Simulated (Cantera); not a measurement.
# Hydrocarbon pyrolysis for carbon deposition

A perfectly stirred reactor is fed with 35.5 % C₂H₆, 60.3 % N₂, 4.26 % H₂O, at 1330 Pa; it is held at 1275 K, and followed from long to short residence time.

Detailed kinetics in Cantera: GRI-Mech 3.0 (53 species, 325 reactions). GRI-Mech 3.0 stops at C3 and has no aromatics, soot or wall deposition, so with more carbon than oxygen in the feed, carbon stays in small species such as C2H2 where larger ones or solid carbon would form. Radical loss at walls, strong at low pressure, is not modelled.

```
τ (s)    x C₂H₆     x HCN    x C₂H₂    x CH₂     x CH₃     x H₂   x C₂H₄
------  -------  --------  --------  -------  --------  -------  -------
2.4     0.00493  7.09e-10     0.144  1.18e-8  0.000191    0.297   0.0470
0.91     0.0116  6.19e-10     0.113  2.16e-8  0.000289    0.262   0.0780
0.34     0.0282  5.46e-10    0.0754  4.06e-8  0.000450    0.220    0.113
0.13     0.0655  4.62e-10    0.0405  7.10e-8  0.000685    0.175    0.133
0.049     0.138  3.64e-10    0.0161  1.07e-7  0.000963    0.125    0.118
0.019     0.228  2.76e-10   0.00459  1.29e-7   0.00115   0.0727   0.0757
0.0070    0.302  1.78e-10  0.000756  1.17e-7   0.00112   0.0306   0.0330
0.0027    0.337  6.81e-11   7.34e-5  6.87e-8  0.000820  0.00992   0.0107
0.0010    0.351  6.43e-12   2.49e-6  2.03e-8  0.000427  0.00192  0.00201
```
x: mole fraction; the columns are a selection and need not sum to one.
